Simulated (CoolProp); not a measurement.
Values from CoolProp's reference Helmholtz-energy equation of state, Lemmon 2006. It is a short technical equation, of lower accuracy than the large ones.

Question: Give the vapour pressure (MPa), vapour density (kg/m³), enthalpy of vaporisation (kJ/kg), surface tension (mN/m) of saturated nitrous oxide at 220.5 K.

Answer: 
| T (K) | p (MPa) | vapour density (kg/m³) | enthalpy of vaporisation (kJ/kg) | surface tension (mN/m) |
|---|---|---|---|---|
| 220.5 | 0.583 | 15.4 | 330 | 15.8 |

Surface tension comes from a separate correlation (Mulero 2012).
